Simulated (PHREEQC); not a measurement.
Consider water at 20 °C with 64 mmol/kgw HNO3, 110 mmol/kgw AlCl3 and 4.5 mmol/kgw Ca(OH)2. Closed to the air; pH follows from the charge balance.

Computed with PHREEQC (ion-association model, phreeqc.dat).

Precipitation was switched off in this run.

**Question.** Predict the pH, activity of water, density.

**Answer.** pH 1.38; activity of water 0.990; density 1.013 g/cm³.

Ionic strength above about 0.7 mol/kgw puts this run outside the model's range.
